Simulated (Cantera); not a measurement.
**Equilibrium for metals in furnace atmospheres: Pb + CO2 + N2**

Feed: 1 mol Pb, 4.1 mol CO2, 160 mol N2, at 2.80 mbar.

Cantera equilibrium calculation (NASA polynomials, part measured and part estimated; ideal gas, pure solids and liquids). Candidate condensed phases: C, Pb, PbO, PbO2, Pb3O4; 27 gas species. Kinetics and transport are ignored.

```json
[
 {"T (K)": "1523", "x N2": "0.969", "x CO2": "0.0244", "x Pb": "0.00570", "x CO": "0.000468", "x O2": "4.57e-5", "x NO": "2.24e-5", "x PbO": "0.000354", "x O": "7.05e-7"},
 {"T (K)": "1548", "x N2": "0.969", "x CO2": "0.0243", "x Pb": "0.00569", "x CO": "0.000541", "x O2": "6.95e-5", "x NO": "3.10e-5", "x PbO": "0.000370", "x O": "1.20e-6"},
 {"T (K)": "1573", "x N2": "0.969", "x CO2": "0.0242", "x Pb": "0.00567", "x CO": "0.000630", "x O2": "0.000102", "x NO": "4.20e-5", "x PbO": "0.000382", "x O": "1.99e-6"},
 {"T (K)": "1598", "x N2": "0.969", "x CO2": "0.0241", "x Pb": "0.00567", "x CO": "0.000737", "x O2": "0.000144", "x NO": "5.57e-5", "x PbO": "0.000390", "x O": "3.21e-6"},
 {"T (K)": "1623", "x N2": "0.969", "x CO2": "0.0240", "x Pb": "0.00566", "x CO": "0.000866", "x O2": "0.000197", "x NO": "7.25e-5", "x PbO": "0.000394", "x O": "5.05e-6"},
 {"T (K)": "1648", "x N2": "0.969", "x CO2": "0.0238", "x Pb": "0.00566", "x CO": "0.00102", "x O2": "0.000263", "x NO": "9.28e-5", "x PbO": "0.000394", "x O": "7.76e-6"},
 {"T (K)": "1673", "x N2": "0.969", "x CO2": "0.0236", "x Pb": "0.00566", "x CO": "0.00120", "x O2": "0.000342", "x NO": "0.000117", "x PbO": "0.000392", "x O": "1.17e-5"},
 {"T (K)": "1698", "x N2": "0.969", "x CO2": "0.0234", "x Pb": "0.00567", "x CO": "0.00142", "x O2": "0.000436", "x NO": "0.000145", "x PbO": "0.000387", "x O": "1.73e-5"},
 {"T (K)": "1723", "x N2": "0.968", "x CO2": "0.0231", "x Pb": "0.00567", "x CO": "0.00167", "x O2": "0.000545", "x NO": "0.000179", "x PbO": "0.000380", "x O": "2.51e-5"},
 {"T (K)": "1748", "x N2": "0.968", "x CO2": "0.0228", "x Pb": "0.00568", "x CO": "0.00197", "x O2": "0.000672", "x NO": "0.000217", "x PbO": "0.000372", "x O": "3.59e-5"},
 {"T (K)": "1773", "x N2": "0.968", "x CO2": "0.0225", "x Pb": "0.00569", "x CO": "0.00231", "x O2": "0.000816", "x NO": "0.000262", "x PbO": "0.000363", "x O": "5.07e-5"},
 {"T (K)": "1798", "x N2": "0.968", "x CO2": "0.0221", "x Pb": "0.00570", "x CO": "0.00269", "x O2": "0.000978", "x NO": "0.000312", "x PbO": "0.000353", "x O": "7.06e-5"},
 {"T (K)": "1823", "x N2": "0.968", "x CO2": "0.0217", "x Pb": "0.00571", "x CO": "0.00313", "x O2": "0.00116", "x NO": "0.000370", "x PbO": "0.000342", "x O": "9.71e-5"},
 {"T (K)": "1848", "x N2": "0.967", "x CO2": "0.0212", "x Pb": "0.00572", "x CO": "0.00362", "x O2": "0.00136", "x NO": "0.000435", "x PbO": "0.000331", "x O": "0.000132"}
]
```
x: gas mole fraction; nothing condenses.

From 1523 K to 1848 K nothing is condensed. The main Pb-bearing gas is Pb throughout.
